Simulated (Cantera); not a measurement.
Charge: 1 mol Si(CH₃)₄, 0.069 mol C₃H₈, 14 mol H₂, equilibrated at 0.00200 bar.

Method: chemical equilibrium by Gibbs-energy minimisation in Cantera with the NASA 1993 tables (ideal gas, pure condensed phases). Candidate condensed phases: C, C₆H₆, C₇H₈, C₈H₁₈, Si, SiC; 87 gas species. Gases not in the tables: Si₂H₆ and higher silanes. Rates play no part.

Problem. At 2275 K, list the 4 most abundant gas species with their mole fractions, and the condensed phases.

Solution. H₂ 0.787, H 0.168, Si 0.0345, SiC₂ 0.00437. Condensed: C(graphite).
